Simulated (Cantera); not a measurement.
A closed system holds: 1 mol SiH₄, 1.2 mol CO₂, 1.3 mol H₂, equilibrated at 0.100 bar.

Cantera equilibrium calculation (NASA polynomials, part measured and part estimated; ideal gas, pure solids and liquids). Candidate condensed phases: C, C₆H₆, C₇H₈, C₈H₁₈, H₂O, Si, SiC, SiO₂; 123 gas species. Mutual solubility and eutectic melting of coexisting phases are not modelled. The tables hold silica as quartz up to 1696 K and as liquid above; real silica turns to tridymite and cristobalite and melts near 1996 K. The numbers say what is thermodynamically allowed, not how fast it happens.

x: gas mole fraction; n: condensed amount in mol.

```json
[
 {"T (°C)": "227", "x H₂": "0.238", "x CH₄": "0.571", "x CO": "7.28e-8", "x H₂O": "0.190", "x SiO": "<1e-12", "x CO₂": "7.98e-6", "n SiO₂(α-quartz)": "1.00", "n C(graphite)": "0", "n SiO₂(β-quartz)": "0", "n SiC(s)": "0", "n SiO₂(condensed)": "0"},
 {"T (°C)": "377", "x H₂": "0.407", "x CH₄": "0.430", "x CO": "0.00148", "x H₂O": "0.153", "x SiO": "<1e-12", "x CO₂": "0.00868", "n SiO₂(α-quartz)": "1.00", "n C(graphite)": "0.177", "n SiO₂(β-quartz)": "0", "n SiC(s)": "0", "n SiO₂(condensed)": "0"},
 {"T (°C)": "527", "x H₂": "0.800", "x CH₄": "0.0861", "x CO": "0.0353", "x H₂O": "0.0660", "x SiO": "<1e-12", "x CO₂": "0.0123", "n SiO₂(α-quartz)": "1.00", "n C(graphite)": "0.775", "n SiO₂(β-quartz)": "0", "n SiC(s)": "0", "n SiO₂(condensed)": "0"},
 {"T (°C)": "677", "x H₂": "0.878", "x CH₄": "0.0129", "x CO": "0.0991", "x H₂O": "0.00813", "x SiO": "<1e-12", "x CO₂": "0.00164", "n SiO₂(α-quartz)": "0", "n C(graphite)": "0.789", "n SiO₂(β-quartz)": "1.00", "n SiC(s)": "0", "n SiO₂(condensed)": "0"},
 {"T (°C)": "827", "x H₂": "0.889", "x CH₄": "?", "x CO": "0.107", "x H₂O": "?", "x SiO": "?", "x CO₂": "?", "n SiO₂(α-quartz)": "0", "n C(graphite)": "0.793", "n SiO₂(β-quartz)": "1.00", "n SiC(s)": "0", "n SiO₂(condensed)": "0"},
 {"T (°C)": "977", "x H₂": "0.891", "x CH₄": "0.000873", "x CO": "0.108", "x H₂O": "0.000145", "x SiO": "1.71e-8", "x CO₂": "1.12e-5", "n SiO₂(α-quartz)": "0", "n C(graphite)": "0.797", "n SiO₂(β-quartz)": "1.00", "n SiC(s)": "0", "n SiO₂(condensed)": "0"},
 {"T (°C)": "1127", "x H₂": "0.891", "x CH₄": "?", "x CO": "0.108", "x H₂O": "3.59e-5", "x SiO": "?", "x CO₂": "?", "n SiO₂(α-quartz)": "0", "n C(graphite)": "0.799", "n SiO₂(β-quartz)": "1.000", "n SiC(s)": "0", "n SiO₂(condensed)": "0"},
 {"T (°C)": "1277", "x H₂": "0.778", "x CH₄": "7.24e-5", "x CO": "0.220", "x H₂O": "3.53e-5", "x SiO": "0.00153", "x CO₂": "3.58e-6", "n SiO₂(α-quartz)": "0", "n C(graphite)": "0", "n SiO₂(β-quartz)": "0.729", "n SiC(s)": "0.264", "n SiO₂(condensed)": "0"},
 {"T (°C)": "1427", "x H₂": "0.738", "x CH₄": "9.09e-6", "x CO": "0.222", "x H₂O": "5.20e-5", "x SiO": "0.0392", "x CO₂": "4.57e-6", "n SiO₂(α-quartz)": "0", "n C(graphite)": "0", "n SiO₂(β-quartz)": "0", "n SiC(s)": "0.208", "n SiO₂(condensed)": "0.616"}
]
```

Question: Some entries are withheld; supply them.

Answer: 
- 1127, x CH₄: 0.000343
- 1127, x SiO: 1.91e-5
- 1127, x CO₂: 2.01e-6
- 827, x CH₄: 0.00284
- 827, x H₂O: 0.000854
- 827, x SiO: 2.18e-12
- 827, x CO₂: 0.000102
